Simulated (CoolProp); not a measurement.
A single-stage vapour-compression cycle with the fluid: evaporating at 238.15 K (dew point), condensing at 295.15 K (bubble point), superheat 5 K, subcooling 0 K, compressor efficiency 0.85, no pressure losses. The same conditions are run with several fluids, on thermodynamics alone (safety and materials aside).

Computed with CoolProp (reference Helmholtz-energy equation of state of each fluid (chlorine: Thol 2021; CH2F2 (R32): Tillner-Roth 1997; ethane: Bücker 2006; carbon dioxide: Span 1996; chloromethane (R40): Thol 2014; R404A: Lemmon 2003)). Blends and air are pseudo-pure fits.

| fluid | cooling COP | pressure ratio | discharge temperature (K) | refrigerating effect (kJ/kg) | volumetric capacity (kJ/m³) |
|---|---|---|---|---|---|
| chlorine | 2.79 | 7.39 | 422.2 | 235 | 817 |
| CH2F2 (R32) | 2.67 | 7.04 | … | 269 | 1640 |
| ethane | 1.98 | 4.31 | 332.3 | 212 | 3370 |
| carbon dioxide | 1.98 | 4.99 | 370.8 | 179 | 5390 |
| chloromethane (R40) | 2.83 | … | 396.3 | 352 | 551 |
| R404A | … | 7.08 | 315.6 | 119 | 998 |

Question: Some entries are withheld; supply them.

Answer: 
- CH2F2 (R32), discharge temperature (K): 373.5
- chloromethane (R40), pressure ratio: 8.65
- R404A, cooling COP: 2.49
